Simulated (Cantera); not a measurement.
A closed system holds: 1 mol SiH₄, 2.9 mol O₂, 44 mol H₂, 2.9 mol CO₂, held at 0.00500 bar.

These are equilibrium values from Cantera (NASA tables, ideal gas, pure condensed phases), not measurements of a reactor. Candidate condensed phases: C, C₆H₆, C₇H₈, C₈H₁₈, H₂O, Si, SiC, SiO₂; 123 gas species. The tables hold silica as quartz up to 1696 K and as liquid above; real silica turns to tridymite and cristobalite and melts near 1996 K. Equilibrium is a limit: real reactors are often held back by kinetics, nucleation or transport.

### Question
At 1475 °C, list the 5 most abundant gas species with their mole fractions, and the condensed phases.

### Answer
H₂ 0.802, H₂O 0.135, CO 0.0565, H 0.00289, CO₂ 0.00263. Condensed: SiO₂(condensed).
